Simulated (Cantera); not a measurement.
A closed system holds: 1 mol B2H6, 0.27 mol H2O, at 133 Pa.

These are equilibrium values from Cantera (NASA tables, ideal gas, pure condensed phases), not measurements of a reactor. Candidate condensed phases: B, B2O3, B3O3H3, H2O; 23 gas species. The feed counts by its element totals alone. Mutual solubility and eutectic melting of coexisting phases are not modelled. The tables' values for BH2 are old estimates; treat these amounts as uncertain. Kinetics and transport are ignored.

log p: log10 of the partial pressure in bar; n: condensed amount in mol.

| T (°C) | log p H2 | log p HBO | log p B2O2 | log p H | n B(s) | n B2O3(l) |
|---|---|---|---|---|---|---|
| 900 | -2.88 | -5.87 | -7.50 | -8.37 | 1.82 | 0.0880 |
| 1000 | -2.88 | [?] | [?] | [?] | 1.81 | 0.0821 |
| 1100 | -2.89 | [?] | [?] | [?] | 1.78 | [?] |
| 1200 | -2.90 | -4.25 | -4.70 | -6.35 | 1.74 | 0 |
| 1300 | -2.90 | -4.21 | -4.72 | -5.84 | 1.73 | 0 |
| 1400 | -2.91 | -4.18 | -4.77 | -5.40 | 1.73 | 0 |
| 1500 | -2.91 | -4.18 | -4.85 | -5.00 | 1.73 | 0 |

### Question
Fill in the missing entries.

### Answer

- 1000, log p HBO: -5.15
- 1000, log p B2O2: -6.24
- 1000, log p H: -7.59
- 1100, log p HBO: -4.55
- 1100, log p B2O2: -5.17
- 1100, log p H: -6.92
- 1100, n B2O3(l): 0.0501
